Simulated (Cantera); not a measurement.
# Equilibrium for boron, boron nitride and boron oxide: BCl3 + O2 + H2 + NH3

Charge: 1 mol BCl3, a varied amount of O2, 0.93 mol H2, 6.7 mol NH3, equilibrated at 0.00290 bar.

These are equilibrium values from Cantera (NASA tables, ideal gas, pure condensed phases), not measurements of a reactor. Candidate condensed phases: B, BN, B2O3, B3O3H3, H2O, NH4Cl; 49 gas species. Mutual solubility and eutectic melting of coexisting phases are not modelled. The tables' values for BCl2 are old estimates. The numbers say what is thermodynamically allowed, not how fast it happens.

Stable condensed phases:

```
T in K \ n(O2) in mol
         0.091  0.16  0.24  0.31  0.38  0.46  0.53   0.6  0.68  0.75  0.82   0.9
   2248      A     A     A     A     A     A     A     A     A     A     A     A
   2173      A     A     A     A     A     A     A     A     A     A     A     A
   2098      A     A     A     A     A     A     A     A     A     A     A     A
   2023      B     A     A     A     A     A     A     A     A     A     A     A
   1948      B     B     B     B     A     A     A     A     A     A     A     A
   1873      B     B     B     B     B     A     A     A     A     A     A     A
   1798      B     B     B     B     B     B     A     A     A     A     A     A
   1723      B     B     B     B     B     B     B     A     A     A     A     A
   1648      B     B     B     B     B     B     B     A     A     A     A     A
   1573      B     B     B     B     B     B     B     B     A     A     A     A
   1498      B     B     B     B     B     C     C     C     C     D     D     D
   1423      B     C     C     C     C     C     C     C     C     C     D     D
   1348      C     C     C     C     C     C     C     C     C     C     D     D
   1273      C     C     C     C     C     C     C     C     C     C     D     D
```

A: gas only; B: BN; C: BN + B2O3; D: B2O3.
